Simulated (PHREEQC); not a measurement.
A column of 0.1 m (40 cells, dispersivity 0.0035 m, 300 s a shift, diffusion coefficient 3e-10 m²/s) holds 0.049 eq of the database's cation exchanger X per kg of pore water, first in equilibrium with 0.076 mol/kgw ZnCl2 and 1e-05 mol/kgw HCl. It is flushed with 0.0028 mol/kgw Na2SO4, 0.029 mol/kgw CaCl2, 0.003 mol/kgw LiCl and 1e-05 mol/kgw HCl, at 40 °C. Values are for the last cell. No CO2 enters from the air. Nothing may precipitate in this run.

Model: ion-association model, phreeqc.dat, run in PHREEQC.

```
pore volumes  Ca in solution (mol/kgw)  Na in solution (mol/kgw)  Li in solution (mol/kgw)  S in solution (mol/kgw)  Zn in solution (mol/kgw)
------------  ------------------------  ------------------------  ------------------------  -----------------------  ------------------------
0                                    0                         0                         0                        0                    0.0760
0.2625                        1.54e-14                  1.13e-11                  7.88e-12                 3.53e-11                    0.0760
0.6375                         2.81e-5                  0.000166                   9.74e-5                 0.000156                    0.0735
0.8875                        0.000538                   0.00142                  0.000808                  0.00105                    0.0584
1.137                          0.00207                   0.00327                   0.00182                  0.00205                    0.0401
1.387                          0.00512                   0.00460                   0.00251                  0.00256                    0.0282
1.762                           0.0135                   0.00543                   0.00292                  0.00277                    0.0161
2.013                           0.0196                   0.00557                   0.00299                  0.00279                   0.00956
2.263                           0.0240                   0.00560                   0.00300                  0.00280                   0.00505
2.638                           0.0273                   0.00560                   0.00300                  0.00280                   0.00168
2.888                           0.0282                   0.00560                   0.00300                  0.00280                  0.000757
3.138                           0.0287                   0.00560                   0.00300                  0.00280                  0.000331
3.388                           0.0289                   0.00560                   0.00300                  0.00280                  0.000141
3.763                           0.0290                   0.00560                   0.00300                  0.00280                   3.81e-5
4.013                           0.0290                   0.00560                   0.00300                  0.00280                   1.57e-5
```

Constants without temperature data keep their 25 °C values here.
